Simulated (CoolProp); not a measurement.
trans-2-butene along the isotherm 114.25 °C: Z from the reference equation and from simpler models built on Tc = 155.5 °C, pc = 4.019 MPa, ω = 0.210; each cubic takes its own stable root.

Model: reference Helmholtz-energy equation of state, Lemmon 2005, in CoolProp. It is a short technical equation, of lower accuracy than the large ones.

```csv
p (MPa),phase,reference,van der Waals,Redlich-Kwong,Soave-Redlich-Kwong,Peng-Robinson
0.718,gas,0.9066,0.9279,0.9134,0.9102,0.9028
1.44,gas,0.7915,0.8430,0.8109,0.8026,0.7882
2.15,liquid,[?],0.7366,0.6782,0.09573,0.08454
2.87,liquid,0.1064,0.1773,0.1302,0.1248,0.1104
3.59,liquid,0.1317,0.2133,0.1588,0.1531,[?]
4.31,liquid,0.1566,0.2490,0.1867,0.1807,[?]
5.02,liquid,0.1808,0.2836,[?],0.2073,0.1839
5.74,liquid,0.2051,0.3183,0.2403,0.2338,0.2076
6.46,liquid,0.2292,0.3525,0.2666,0.2599,0.2309
7.18,liquid,0.2530,[?],0.2924,0.2857,0.2539
7.89,liquid,0.2762,0.4193,0.3176,0.3107,0.2763
8.61,liquid,0.2996,0.4524,[?],[?],0.2987
9.33,liquid,0.3228,0.4852,0.3677,0.3606,0.3209
10,liquid,0.3443,0.5154,0.3907,0.3834,0.3413
```

Question: Complete the blanks.

Answer: 
- 2.15, reference: 0.08070
- 3.59, Peng-Robinson: 0.1356
- 4.31, Peng-Robinson: 0.1602
- 5.02, Redlich-Kwong: 0.2135
- 7.18, van der Waals: 0.3863
- 8.61, Redlich-Kwong: 0.3428
- 8.61, Soave-Redlich-Kwong: 0.3358

At some of these states van der Waals, Redlich-Kwong gives the other phase, because its saturation line lies elsewhere.
